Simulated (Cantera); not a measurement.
Input: 1 mol TiO2, 0.7 mol CH4, 0.48 mol H2, at 2050 K.

Equilibrium computed with Cantera from the NASA thermochemical tables; the gas is ideal and each condensed phase is pure. Candidate condensed phases: C, C6H6, C7H8, C8H18, H2O, Ti, TiC, TiO, TiO2, Ti2O3, Ti3O5, Ti4O7; 113 gas species. Mutual solubility and eutectic melting of coexisting phases are not modelled. TiC, TiO: taken at fixed stoichiometry. Condensed phases not in the tables: solid solutions among these carbides, nitrides and lower oxides. Equilibrium is a limit: real reactors are often held back by kinetics, nucleation or transport.

x: gas mole fraction; n: condensed amount in mol.

```tsv
P (Pa)	x H2	x CO	x H	x TiO	x H2O	x Ti	x TiO2	n TiO(l)	n Ti2O3(s)	n TiC(s)
10	0.568	0.244	0.171	0.0154	0.000242	[?]	0.000413	0.350	0.301	0
100	0.676	0.263	0.0590	0.00154	0.000288	[?]	4.13e-5	0.397	0.299	0
1000	0.712	0.269	0.0191	0.000154	0.000303	[?]	4.13e-6	0.401	0.299	0
10000	0.723	0.270	0.00610	1.54e-5	0.000308	[?]	4.13e-7	0.402	0.299	0
100000	0.750	0.248	0.00196	1.25e-6	0.000482	[?]	5.07e-8	0	0.460	0.0805
1000000	0.750	0.247	0.000621	7.89e-8	0.00121	[?]	8.03e-9	0	0.460	0.0809
```

Question: Fill in the missing entries.

Answer: 
- 10, x Ti: 0.000976
- 100, x Ti: 9.76e-5
- 1000, x Ti: 9.76e-6
- 10000, x Ti: 9.76e-7
- 100000, x Ti: 5.27e-8
- 1000000, x Ti: 1.32e-9
